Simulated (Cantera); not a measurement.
Charge: 1 mol CaO, 0.31 mol O2, 2.5 mol H2O, equilibrated at 1 atm.

Equilibrium computed with Cantera from the NASA thermochemical tables; the gas is ideal and each condensed phase is pure. Candidate condensed phases: Ca, CaO, Ca(OH)2, H2O; 14 gas species. Equilibrium is a limit: real reactors are often held back by kinetics, nucleation or transport. All values below are at 925 K.

Base state: H2O 0.890, O2 0.110 (mole fractions); condensed: CaO(s).

**Question.** What changes in the equilibrium state with this change: CaO replaced by FeS?

**Answer.** 
```tsv
species	before	after
H2O	0.890	0.914
SO2	0	0.0663
H2S	0	0.0166
O2	0.110	<1e-9
S2	0	0.00190
H2	<1e-9	0.00116
S2O	0	0.000142
CaO(s), mol	1.00	0
FeS(s), mol	0	0.767
Fe3O4(s), mol	0	0.0778
```
FeS: taken at fixed stoichiometry. Gases not in the tables: S3 to S7. Further candidate phases: Fe, FeO, Fe(OH)2, Fe(OH)3, FeS, FeSO4, FeS2, Fe2O3, Fe2(SO4)3, Fe3O4, H2SO4, S.
